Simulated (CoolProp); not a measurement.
R1336mzz(E) along the isotherm 68.55 °C: density (kg/m³) from the reference equation and from simpler models built on Tc = 130.4 °C, pc = 2.779 MPa, ω = 0.413; each cubic takes its own stable root.

Values from CoolProp's reference Helmholtz-energy equation of state, Akasaka 2023.

```tsv
p (MPa)	phase	reference
0.417	gas	26.94
0.834	liquid	1172
1.25	liquid	1177
1.67	liquid	1181
2.08	liquid	1185
2.5	liquid	1189
2.92	liquid	1193
3.33	liquid	1197
3.75	liquid	1200
4.17	liquid	1204
```

### Question
How far does each simpler model (van der Waals, Redlich-Kwong, Soave-Redlich-Kwong, Peng-Robinson) lie from the reference over these 10 states: mean and median of the absolute difference, and the worst?

### Answer
- van der Waals: mean 48.1 %, median 41.6 %, worst -95.1 % at 68.55 °C and 0.834 MPa
- Redlich-Kwong: mean 25.6 %, median 19.7 %, worst -94.9 % at 68.55 °C and 0.834 MPa
- Soave-Redlich-Kwong: mean 13.0 %, median 14.1 %, worst -15.4 % at 68.55 °C and 0.834 MPa
- Peng-Robinson: mean 2.7 %, median 2.9 %, worst -4.0 % at 68.55 °C and 0.834 MPa

At some of these states van der Waals, Redlich-Kwong gives the other phase, because its saturation line lies elsewhere.
